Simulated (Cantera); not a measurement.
Input (Python, Cantera) and output of one run.

```python
import numpy as np
import cantera as ct

gas_names = """
    H HI HO2 H2 H2O H2O2 I I2 Mg MgH MgI MgI2 MgO MgOH MgO2H2 Mg2 O OH O2 O3
""".split()
cond_names = """
    H2O(s) H2O(L) I2(cr) I2(L) Mg(cr) Mg(L) MgI2(s) MgI2(L) MgO(s) MgO(L) MgO2H2(s)
""".split()


# ... load() reads the species with a 1 bar reference pressure and builds the phases ...
atoms = {
    'MgO': {'Mg': 1, 'O': 1},
    'I2': {'I': 2},
    'H2': {'H': 2},
}
top_T = {}  # K; cautious upper limits of use, not melting points


# ... equilibrate(T, P, feed) seeds the gas with the atoms and calls Mixture.equilibrate('TP', solver="vcs", rtol=1e-11, max_steps=5000) ...
results = []
feed = {'MgO': 1, 'I2': 0.029, 'H2': 0.61}  # mol
P = 420000  # Pa
for T in [1075, 1125, 1175, 1225, 1275, 1325, 1375, 1425, 1475, 1525, 1575, 1625]:
    mix = equilibrate(T, P, feed)
    results.append((T, P, feed, dict(zip(mix.species_names, mix.species_moles))))
    x = sorted(zip(gas.X, gas.species_names), reverse=True)
    print(f"T = {T:g} K  P = {P:g} Pa  gas = {mix.phase_moles(0):.4g} mol")
    print("   x: " + "  ".join(f"{s} {v:.3e}" for v, s in x if v > 0.001))
    print("   condensed (mol): " + ("  ".join(f"{mix.phase(i).name} {mix.phase_moles(i):.4g}"
          for i in range(1, mix.n_phases) if mix.phase_moles(i) > 1e-12) or "none"))
```

Output:

```
T = 1075 K  P = 420000 Pa  gas = 0.6393 mol
   x: H2 9.096e-01  HI 8.716e-02
   condensed (mol): MgO(s) 0.9994
T = 1125 K  P = 420000 Pa  gas = 0.6394 mol
   x: H2 9.096e-01  HI 8.588e-02  I 1.389e-03  H2O 1.382e-03  MgI2 1.382e-03
   condensed (mol): MgO(s) 0.9991
T = 1175 K  P = 420000 Pa  gas = 0.6396 mol
   x: H2 9.097e-01  HI 8.428e-02  I 1.998e-03  H2O 1.854e-03  MgI2 1.854e-03
   condensed (mol): MgO(s) 0.9988
T = 1225 K  P = 420000 Pa  gas = 0.6399 mol
   x: H2 9.097e-01  HI 8.235e-02  I 2.776e-03  H2O 2.409e-03  MgI2 2.408e-03
   condensed (mol): MgO(s) 0.9985
T = 1275 K  P = 420000 Pa  gas = 0.6402 mol
   x: H2 9.097e-01  HI 8.009e-02  I 3.734e-03  H2O 3.042e-03  MgI2 3.041e-03
   condensed (mol): MgO(s) 0.9981
T = 1325 K  P = 420000 Pa  gas = 0.6406 mol
   x: H2 9.098e-01  HI 7.750e-02  I 4.879e-03  H2O 3.743e-03  MgI2 3.742e-03
   condensed (mol): MgO(s) 0.9976
T = 1375 K  P = 420000 Pa  gas = 0.641 mol
   x: H2 9.098e-01  HI 7.462e-02  I 6.209e-03  H2O 4.498e-03  MgI2 4.497e-03
   condensed (mol): MgO(s) 0.9971
T = 1425 K  P = 420000 Pa  gas = 0.6415 mol
   x: H2 9.099e-01  HI 7.149e-02  I 7.712e-03  H2O 5.290e-03  MgI2 5.287e-03
   condensed (mol): MgO(s) 0.9966
T = 1475 K  P = 420000 Pa  gas = 0.642 mol
   x: H2 9.099e-01  HI 6.817e-02  I 9.370e-03  H2O 6.101e-03  MgI2 6.095e-03
   condensed (mol): MgO(s) 0.9961
T = 1525 K  P = 420000 Pa  gas = 0.6426 mol
   x: H2 9.100e-01  HI 6.472e-02  I 1.116e-02  H2O 6.914e-03  MgI2 6.901e-03
   condensed (mol): MgO(s) 0.9956
T = 1575 K  P = 420000 Pa  gas = 0.6432 mol
   x: H2 9.100e-01  HI 6.120e-02  I 1.305e-02  H2O 7.711e-03  MgI2 7.686e-03
   condensed (mol): MgO(s) 0.995
T = 1625 K  P = 420000 Pa  gas = 0.6439 mol
   x: H2 9.101e-01  HI 5.767e-02  I 1.501e-02  H2O 8.480e-03  MgI2 8.434e-03
   condensed (mol): MgO(s) 0.9945
```

Equilibrium computed with Cantera from the NASA thermochemical tables; the gas is ideal and each condensed phase is pure.
